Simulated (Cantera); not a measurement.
## Equilibrium for silicon carbide growth: SiCl₄ + C₂H₄ + H₂

Input: 1 mol SiCl₄, 0.2 mol C₂H₄, a varied amount of H₂, at 925 K and 13.3 mbar.

Cantera equilibrium calculation (NASA polynomials, part measured and part estimated; ideal gas, pure solids and liquids). Candidate condensed phases: C, C₆H₆, C₇H₈, C₈H₁₈, Si, SiC; 109 gas species. The tables' values for SiCl₃ are old estimates; treat these amounts as uncertain. Rates play no part.

```tsv
n(H₂) (mol)	log p H₂	log p HCl	log p SiCl₄	log p SiHCl₃	log p SiCl₃	n SiC(s)	n Si(s)
96	-1.89	-3.63	-4.17	-4.87	-6.14	0.399	0
190	-1.88	-3.90	-4.54	-4.95	-6.23	0.400	0
280	-1.88	-4.06	-4.76	-5.02	-6.30	0.400	0
370	-1.88	-4.14	-4.95	-5.12	-6.40	0.400	0.0326
460	-1.88	-4.18	-5.12	-5.25	-6.52	0.400	0.0999
550	-1.88	-4.22	-5.27	-5.36	-6.64	0.400	0.158
640	-1.88	-4.26	-5.41	-5.47	-6.74	0.400	0.208
730	-1.88	-4.29	-5.53	-5.56	-6.84	0.400	0.252
820	-1.88	-4.32	-5.65	-5.65	-6.93	0.400	0.290
```
log p: log10 of the partial pressure in bar; n: condensed amount in mol.

From 96 mol H₂ to 280 mol H₂ the condensed part is SiC(s). From 370 mol H₂ to 820 mol H₂ the condensed part is Si(s) + SiC(s). The main Si-bearing gas is SiCl₄ at 96 mol H₂ and SiHCl₃ at 820 mol H₂. The share of Si in condensed phases is highest at 820 mol H₂ (69.0 %) and lowest at 96 mol H₂ (39.9 %).
